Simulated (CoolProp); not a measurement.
Model: reference Helmholtz-energy equation of state, Thol 2017, in CoolProp.

### Question
Give the vapour pressure (kPa), liquid density (kg/m³), liquid cp (kJ/(kg K)), vapour Z of saturated octamethyltrisiloxane (MDM) at 335, 416, 476.8 K.

### Answer
```
T (K)  p (kPa)  liquid density (kg/m³)  liquid cp (kJ/(kg K))  vapour Z
-----  -------  ----------------------  ---------------------  --------
335       3.99                     778                   1.87     0.993
416       78.2                     687                   2.09     0.938
476.8      325                     604                   2.27     0.828
```
